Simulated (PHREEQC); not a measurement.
Solution (20 °C): 0.025 mol/kgw H2SO4, 0.0063 mol/kgw K2SO4 and 0.024 mol/kgw CuSO4. Closed to the air; pH follows from the charge balance.

Computed with PHREEQC (ion-association model, wateq4f.dat).

Problem. The ionic strength comes out as 0.107 mol/kgw. What activity coefficients do Cu+2, SO4-2, HSO4-, K+, KSO4- get?

Solution. Cu+2 0.40, SO4-2 0.37, HSO4- 0.77, K+ 0.76, KSO4- 0.79.

No solid was allowed to form.
